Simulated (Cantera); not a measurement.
Fe(CO)5 + O2 + H2 (iron carbonyl, mercury and lead vapours)

A closed system holds: 1 mol Fe(CO)5, 0.13 mol O2, 7.4 mol H2, held at 101000 Pa.

Equilibrium computed with Cantera from the NASA thermochemical tables; the gas is ideal and each condensed phase is pure. Candidate condensed phases: C, C6H6, C7H8, C8H18, Fe, Fe(CO)5, FeO, Fe(OH)2, Fe(OH)3, Fe2O3, Fe3O4, H2O; 114 gas species. Condensed phases not in the tables: cementite and carbon dissolved in iron. Kinetics and transport are ignored.

```json
[
 {"T (°C)": "777", "x H2": "0.560", "x CO": "0.358", "x H2O": "0.0368", "x CO2": "0.0277", "x CH4": "0.0182", "x H": "6.03e-9", "n C(graphite)": "0.282", "n Fe(α)": "1.00", "n Fe(γ)": "0"},
 {"T (°C)": "802", "x H2": "0.564", "x CO": "0.375", "x H2O": "0.0271", "x CO2": "0.0194", "x CH4": "0.0145", "x H": "1.09e-8", "n C(graphite)": "0.121", "n Fe(α)": "1.00", "n Fe(γ)": "0"},
 {"T (°C)": "827", "x H2": "0.568", "x CO": "0.387", "x H2O": "0.0199", "x CO2": "0.0134", "x CH4": "0.0117", "x H": "1.93e-8", "n C(graphite)": "0.00213", "n Fe(α)": "1.00", "n Fe(γ)": "0"},
 {"T (°C)": "852", "x H2": "0.573", "x CO": "0.391", "x H2O": "0.0179", "x CO2": "0.0111", "x CH4": "0.00778", "x H": "3.34e-8", "n C(graphite)": "0", "n Fe(α)": "1.00", "n Fe(γ)": "0"},
 {"T (°C)": "877", "x H2": "0.576", "x CO": "0.393", "x H2O": "0.0167", "x CO2": "0.00957", "x CH4": "0.00507", "x H": "5.63e-8", "n C(graphite)": "0", "n Fe(α)": "1.00", "n Fe(γ)": "0"},
 {"T (°C)": "902", "x H2": "0.578", "x CO": "0.394", "x H2O": "0.0159", "x CO2": "0.00847", "x CH4": "0.00327", "x H": "9.26e-8", "n C(graphite)": "0", "n Fe(α)": "1.00", "n Fe(γ)": "0"},
 {"T (°C)": "927", "x H2": "0.580", "x CO": "0.395", "x H2O": "0.0155", "x CO2": "0.00768", "x CH4": "0.00209", "x H": "1.49e-7", "n C(graphite)": "0", "n Fe(α)": "0", "n Fe(γ)": "1.00"},
 {"T (°C)": "952", "x H2": "0.580", "x CO": "0.396", "x H2O": "0.0153", "x CO2": "0.00710", "x CH4": "0.00134", "x H": "2.36e-7", "n C(graphite)": "0", "n Fe(α)": "0", "n Fe(γ)": "1.00"},
 {"T (°C)": "977", "x H2": "0.581", "x CO": "0.396", "x H2O": "0.0152", "x CO2": "0.00664", "x CH4": "0.000867", "x H": "3.66e-7", "n C(graphite)": "0", "n Fe(α)": "0", "n Fe(γ)": "1.00"},
 {"T (°C)": "1002", "x H2": "0.581", "x CO": "0.397", "x H2O": "0.0153", "x CO2": "0.00628", "x CH4": "0.000565", "x H": "5.58e-7", "n C(graphite)": "0", "n Fe(α)": "0", "n Fe(γ)": "1.00"},
 {"T (°C)": "1027", "x H2": "0.581", "x CO": "0.397", "x H2O": "0.0154", "x CO2": "0.00597", "x CH4": "0.000373", "x H": "8.38e-7", "n C(graphite)": "0", "n Fe(α)": "0", "n Fe(γ)": "1.00"},
 {"T (°C)": "1052", "x H2": "0.581", "x CO": "0.397", "x H2O": "0.0155", "x CO2": "0.00570", "x CH4": "0.000249", "x H": "1.24e-6", "n C(graphite)": "0", "n Fe(α)": "0", "n Fe(γ)": "1.00"},
 {"T (°C)": "1077", "x H2": "0.581", "x CO": "0.398", "x H2O": "0.0157", "x CO2": "0.00546", "x CH4": "0.000169", "x H": "1.80e-6", "n C(graphite)": "0", "n Fe(α)": "0", "n Fe(γ)": "1.00"},
 {"T (°C)": "1102", "x H2": "0.581", "x CO": "0.398", "x H2O": "0.0158", "x CO2": "0.00525", "x CH4": "0.000116", "x H": "2.59e-6", "n C(graphite)": "0", "n Fe(α)": "0", "n Fe(γ)": "1.00"}
]
```
x: gas mole fraction; n: condensed amount in mol.

From 777 °C to 827 °C the condensed part is C(graphite) + Fe(α). From 852 °C to 902 °C the condensed part is Fe(α). From 927 °C to 1102 °C the condensed part is Fe(γ).
